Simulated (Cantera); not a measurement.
Equilibrium for fluorocarbon and chlorocarbon gases: C2F6 + F2 + H2

Charge: 1 mol C2F6, a varied amount of F2, 0.93 mol H2, equilibrated at 2352 °C and 1.00 bar.

Cantera equilibrium calculation (NASA polynomials, part measured and part estimated; ideal gas, pure solids and liquids). Candidate condensed phases: C, C6H6, C7H8, C8H18; 95 gas species. The feed counts by its element totals alone. The tables' values for C2F4 are old estimates; treat these amounts as uncertain. Gases not in the tables: C2F6 and larger saturated fluorocarbons. Kinetics and transport are ignored.

| n(F2) (mol) | x HF | x CF4 | x CF2 | x F | x CF3 | x CF | n C(graphite) |
|---|---|---|---|---|---|---|---|
| 0.25 | 0.509 | 0.171 | 0.230 | 0.0682 | 0.0189 | 0.00321 | 0.456 |
| 0.4 | 0.495 | 0.178 | 0.235 | 0.0689 | 0.0196 | 0.00324 | 0.361 |
| 0.54 | 0.482 | 0.185 | 0.239 | 0.0696 | 0.0201 | 0.00327 | 0.271 |
| 0.69 | 0.469 | 0.192 | 0.244 | 0.0703 | 0.0207 | 0.00330 | 0.176 |
| 0.84 | 0.457 | 0.199 | 0.248 | 0.0709 | 0.0213 | 0.00333 | 0.0804 |
| 0.99 | 0.447 | 0.209 | 0.246 | 0.0728 | 0.0217 | 0.00322 | 0 |
| 1.1 | 0.443 | 0.229 | 0.223 | 0.0802 | 0.0216 | 0.00265 | 0 |
| 1.3 | 0.436 | 0.264 | 0.182 | 0.0952 | 0.0210 | 0.00182 | 0 |
| 1.4 | 0.432 | 0.280 | 0.162 | 0.104 | 0.0204 | 0.00149 | 0 |
| 1.6 | 0.422 | 0.308 | 0.126 | 0.124 | 0.0188 | 0.000969 | 0 |
x: gas mole fraction; n: condensed amount in mol.

From 0.25 mol F2 to 0.84 mol F2 the condensed part is C(graphite). From 0.99 mol F2 to 1.6 mol F2 nothing is condensed. The main C-bearing gas is CF2 at 0.25 mol F2 and CF4 at 1.6 mol F2.
